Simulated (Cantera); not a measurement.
Input: 1 mol HMDSO, 21 mol NO, 1.4 mol H2, held at 0.670 bar.

These are equilibrium values from Cantera (NASA tables, ideal gas, pure condensed phases), not measurements of a reactor. Candidate condensed phases: C, C6H6, C7H8, C8H18, H2O, Si, SiC, SiO2, Si2N2O, Si3N4; 151 gas species. The feed counts by its element totals alone. The tables hold silica as quartz up to 1696 K and as liquid above; real silica turns to tridymite and cristobalite and melts near 1996 K. Gases not in the tables: Si(OH)4. Rates play no part.

x: gas mole fraction; n: condensed amount in mol.

```
T (K)   x N2  x H2O  x CO2    x H2     x CO     x CH4     x H  n SiO2(α-quartz)  n SiO2(β-quartz)  n SiO2(condensed)
-----  -----  -----  -----  ------  -------  --------  ------  ----------------  ----------------  -----------------
725    0.402  0.270  0.205  0.0979  0.00986    0.0152  <1e-12              2.00                 0                  0
825    0.391  0.254  0.194   0.131   0.0280   0.00127       …              2.00                 0                  0
925    0.390  0.265  0.182   0.122   0.0414   4.30e-5       …                 0              2.00                  0
1025   0.390  0.276  0.170   0.111   0.0528   2.28e-6       …                 0              2.00                  0
1125   0.390  0.286  0.161   0.101   0.0625   1.88e-7       …                 0              2.00                  0
1225   0.390  0.294  0.152  0.0929   0.0707   2.23e-8       …                 0              2.00                  0
1325   0.390  0.301  0.145  0.0860   0.0776   3.56e-9       …                 0              2.00                  0
1425   0.390  0.306  0.140  0.0803   0.0833  7.23e-10       …                 0              2.00                  0
1525   0.390  0.311  0.135  0.0755   0.0881  1.79e-10       …                 0              2.00                  0
1625   0.390  0.315  0.131  0.0714   0.0922  5.25e-11       …                 0              2.00                  0
1725   0.390  0.319  0.127  0.0679   0.0956  1.77e-11       …                 0                 0               2.00
1825   0.390  0.322  0.124  0.0650   0.0986  6.75e-12       …                 0                 0               2.00
1925   0.390  0.324  0.122  0.0624    0.101  2.84e-12       …                 0                 0               2.00
```

Fill in the missing entries.


- 825, x H: 3.51e-12
- 925, x H: 1.11e-10
- 1025, x H: 1.77e-9
- 1125, x H: 1.73e-8
- 1225, x H: 1.16e-7
- 1325, x H: 5.86e-7
- 1425, x H: 2.36e-6
- 1525, x H: 7.94e-6
- 1625, x H: 2.30e-5
- 1725, x H: 5.91e-5
- 1825, x H: 0.000137
- 1925, x H: 0.000292
